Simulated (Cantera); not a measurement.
Input: 1 mol Cu₂O, 0.99 mol CO, 0.42 mol H₂, 0.99 mol C, held at 0.585 Torr.

Method: chemical equilibrium by Gibbs-energy minimisation in Cantera with the NASA 1993 tables (ideal gas, pure condensed phases). Candidate condensed phases: C, C₆H₆, C₇H₈, C₈H₁₈, Cu, CuO, Cu(OH)₂, Cu₂O, H₂O; 113 gas species. The numbers say what is thermodynamically allowed, not how fast it happens.

Q: Which condensed phases are stable at each of these points (T (°C)): 1277, 1327, 1377, 1427, 1477, 1527, 1577, 1627, 1677, 1727, 1777?

A: 
```json
[
 {"T (°C)": "1277", "condensed phases": "Cu(l)", "Cu condensed (%)": "97.1"},
 {"T (°C)": "1327", "condensed phases": "Cu(l)", "Cu condensed (%)": "93.5"},
 {"T (°C)": "1377", "condensed phases": "Cu(l)", "Cu condensed (%)": "86.0"},
 {"T (°C)": "1427", "condensed phases": "Cu(l)", "Cu condensed (%)": "69.2"},
 {"T (°C)": "1477", "condensed phases": "Cu(l)", "Cu condensed (%)": "25.1"},
 {"T (°C)": "1527", "condensed phases": "gas only", "Cu condensed (%)": "0.0"},
 {"T (°C)": "1577", "condensed phases": "gas only", "Cu condensed (%)": "0.0"},
 {"T (°C)": "1627", "condensed phases": "gas only", "Cu condensed (%)": "0.0"},
 {"T (°C)": "1677", "condensed phases": "gas only", "Cu condensed (%)": "0.0"},
 {"T (°C)": "1727", "condensed phases": "gas only", "Cu condensed (%)": "0.0"},
 {"T (°C)": "1777", "condensed phases": "gas only", "Cu condensed (%)": "0.0"}
]
```

From 1277 °C to 1477 °C the condensed part is Cu(l). From 1527 °C to 1777 °C nothing is condensed.
